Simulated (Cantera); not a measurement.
Charge: 1 mol SiHCl₃, 0.048 mol Cl₂, 67 mol H₂, held at 1 atm.

These are equilibrium values from Cantera (NASA tables, ideal gas, pure condensed phases), not measurements of a reactor. Candidate condensed phases: Si; 19 gas species. The tables' values for SiCl₃ are old estimates; treat these amounts as uncertain. Gases not in the tables: Si₂H₆ and higher silanes. Rates play no part. All values below are at 1773 K.

Base state: H₂ 0.959, HCl 0.0358, SiCl₂ 0.00430, H 0.000277, SiCl₃ 9.01e-5, SiH₂ 2.37e-5, SiH₂Cl₂ 2.27e-5, SiHCl₃ 2.02e-5 (mole fractions); condensed: Si(l).

**Question.** What changes in the equilibrium state with this change: pressure from 1 atm to 13.5 Torr?

**Answer.** 
| species | before | after |
|---|---|---|
| H₂ | 0.959 | 0.957 |
| HCl | 0.0358 | 0.0360 |
| SiCl₂ | 0.00430 | 0.00434 |
| H | 0.000277 | 0.00207 |
| Si | 2.10e-6 | 0.000118 |
| SiH₂Cl₂ | 2.27e-5 | 4.06e-7 |
| Si(l), mol | 0.691 | 0.684 |
The tables' values for SiCl, SiCl₃ are old estimates; treat these amounts as uncertain.
